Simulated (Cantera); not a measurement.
Input (Python, Cantera):

```python
import numpy as np
import cantera as ct

gas = ct.Solution("h2o2.yaml")
gas.TPX = 1075, 290, {'H2': 0.44, 'O2': 1, 'N2': 0.2}
inlet = ct.Reservoir(gas, clone=True)

reactor = ct.IdealGasConstPressureReactor(gas, energy="off", clone=False)
exhaust = ct.Reservoir(gas, clone=True)
tau = [2.3, 1.1, 0.48, 0.22, 0.1, 0.046, 0.021, 0.0096, 0.0044, 0.002][0]
for a, b in ((inlet, reactor), (reactor, exhaust)):
    ct.MassFlowController(a, b, mdot=lambda t: reactor.mass / tau)
net = ct.ReactorNet([reactor])
show = ['H2', 'O2', 'H', 'H2O2', 'HO2', 'OH', 'O']

rows = []
print(f"{'tau/s':>10s}{'T/K':>9s}" + "".join(f"{s:>11s}" for s in show))
for tau in [2.3, 1.1, 0.48, 0.22, 0.1, 0.046, 0.021, 0.0096, 0.0044, 0.002]:
    net.initial_time = 0.0
    net.advance(30 * tau)
    before = gas.X
    net.advance(40 * tau)
    drift = np.max(np.abs(gas.X - before) / (gas.X + 1e-9))
    rows.append([gas.T, *gas[show].X, drift])
    print(f"{tau:10.3e}{gas.T:9.1f}" + "".join(f"{x:11.3e}" for x in gas[show].X))
```

Result:

```
     tau/s      T/K         H2         O2          H       H2O2        HO2         OH          O
 2.300e+00   1075.0  2.902e-03  5.422e-01  5.519e-03  1.333e-07  2.647e-06  2.817e-03  7.500e-03
 1.100e+00   1075.0  4.537e-03  5.380e-01  1.108e-02  1.238e-07  2.785e-06  3.547e-03  1.186e-02
 4.800e-01   1075.0  7.269e-03  5.305e-01  2.317e-02  1.078e-07  2.824e-06  4.499e-03  1.928e-02
 2.200e-01   1075.0  1.076e-02  5.205e-01  4.255e-02  9.067e-08  2.736e-06  5.426e-03  2.875e-02
 1.000e-01   1075.0  1.501e-02  5.091e-01  6.812e-02  7.597e-08  2.556e-06  6.247e-03  3.894e-02
 4.600e-02   1075.0  2.018e-02  5.008e-01  9.108e-02  6.844e-08  2.375e-06  6.907e-03  4.594e-02
 2.100e-02   1075.0  2.822e-02  4.989e-01  1.053e-01  6.922e-08  2.237e-06  7.553e-03  4.751e-02
 9.600e-03   1075.0  4.283e-02  5.041e-01  1.091e-01  7.711e-08  2.124e-06  8.230e-03  4.391e-02
 4.400e-03   1075.0  7.004e-02  5.170e-01  1.013e-01  8.737e-08  1.984e-06  8.665e-03  3.654e-02
 2.000e-03   1075.0  1.201e-01  5.406e-01  7.769e-02  8.669e-08  1.735e-06  8.011e-03  2.598e-02
```

Cantera simulation using the H2/O2 subset of GRI-Mech 3.0, which has no nitrogen chemistry; the numbers are that mechanism's predictions, not measurements. Radical loss at walls, strong at low pressure, is not modelled. The temperature is held fixed by assumption; the heat of reaction is taken as removed at once.
